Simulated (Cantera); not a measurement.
A perfectly stirred reactor is fed with H₂ : O₂ : N₂ = 1.1 : 1 : 2.6 (molar parts), equivalence ratio 0.55, at 0.370 bar; it is held at 1250 K, and followed from long to short residence time.

Computed with Cantera and the H2/O2 subset of GRI-Mech 3.0, which has no nitrogen chemistry. The temperature is held fixed by assumption; the heat of reaction is taken as removed at once.

Task: What does this change do: H2 1.1 to 0.22 parts?

Result: 
| quantity | before | after |
|---|---|---|
| x(H₂) at τ = 0.730 s | 0.000192 | 5.50e-5 |
| x(O₂) at τ = 0.730 s | 0.108 | 0.240 |
| x(OH) at τ = 0.730 s | 0.000313 | 0.000171 |
| x(O) at τ = 0.730 s | 4.22e-5 | 5.29e-5 |
| x(HO₂) at τ = 0.730 s | 5.87e-6 | 2.23e-6 |
| x(H₂) at τ = 41.0 ms | 0.00127 | 0.000339 |
| x(O₂) at τ = 41.0 ms | 0.109 | 0.240 |
| x(OH) at τ = 41.0 ms | 0.000826 | 0.000452 |
| x(O) at τ = 41.0 ms | 0.000309 | 0.000362 |
| x(HO₂) at τ = 41.0 ms | 2.30e-5 | 9.49e-6 |
